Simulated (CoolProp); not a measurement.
A simple Rankine cycle with water: condensing at 309.15 K, boiler at 3.51 MPa, turbine inlet 665.9 K, turbine efficiency 0.7, pump efficiency 0.7, no recuperator. Each further row changes one setting.

The numbers come from the reference Helmholtz-energy equation of state, Wagner 2002 in CoolProp.

```json
[
 {"case": "as stated", "thermal efficiency (%)": "25.3", "net work (kJ/kg)": "771", "heat in (kJ/kg)": "3050", "turbine exit temperature (K)": "309.2", "volume ratio over the turbine": "271"},
 {"case": "turbine inlet 685.9 K", "thermal efficiency (%)": "25.5", "net work (kJ/kg)": "789", "heat in (kJ/kg)": "3100", "turbine exit temperature (K)": "309.2", "volume ratio over the turbine": "265"},
 {"case": "condensing temperature 301.15 K", "thermal efficiency (%)": "26.2", "net work (kJ/kg)": "806", "heat in (kJ/kg)": "3080", "turbine exit temperature (K)": "301.2", "volume ratio over the turbine": "412"},
 {"case": "boiler pressure 2.46 MPa", "thermal efficiency (%)": "24.3", "net work (kJ/kg)": "745", "heat in (kJ/kg)": "3070", "turbine exit temperature (K)": "309.2", "volume ratio over the turbine": "191"},
 {"case": "turbine efficiency 0.6", "thermal efficiency (%)": "21.6", "net work (kJ/kg)": "660", "heat in (kJ/kg)": "3050", "turbine exit temperature (K)": "309.2", "volume ratio over the turbine": "285"}
]
```

The expansion ends wet for: as stated; turbine inlet 685.9 K; condensing temperature 301.15 K; boiler pressure 2.46 MPa; turbine efficiency 0.6.
